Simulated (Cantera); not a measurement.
Cantera with NASA thermochemical tables; ideal gases at 1 bar, condensed phases pure. Values are per mole of reaction as written; species without (g) are pure solids or liquids, kept so even where they would boil at 1 bar.

2 Na2S → S2(g) + 4 Na, with ΔH° = 860.6 kJ and ΔS° = 240.9 J/K at 300 K.

Task: How far is the shortcut ΔG° ≈ ΔH°(300 K) − T·ΔS°(300 K) from the full temperature-dependent value at 573, 623, 673, 723, 773, 823, 873, 923, 973, 1023 K?

Result: 
```
T (K)  shortcut (kJ)  full (kJ)  difference (kJ)  difference in log10 K  condensed phases
-----  -------------  ---------  ---------------  ---------------------  ----------------
573            722.5      718.1              4.4                  -0.40    Na2S(s), Na(l)
623            710.5      705.2              5.3                  -0.45    Na2S(s), Na(l)
673            698.4      692.3              6.2                  -0.48    Na2S(s), Na(l)
723            686.4      679.4              7.0                  -0.50    Na2S(s), Na(l)
773            674.4      666.7              7.6                  -0.52    Na2S(s), Na(l)
823            662.3      654.1              8.2                  -0.52    Na2S(s), Na(l)
873            650.3      641.5              8.8                  -0.52    Na2S(s), Na(l)
923            638.2      629.0              9.2                  -0.52    Na2S(s), Na(l)
973            626.2      616.7              9.5                  -0.51    Na2S(s), Na(l)
1023           614.1      604.4              9.8                  -0.50    Na2S(s), Na(l)
```
The shortcut ignores heat capacities and the phase changes listed.
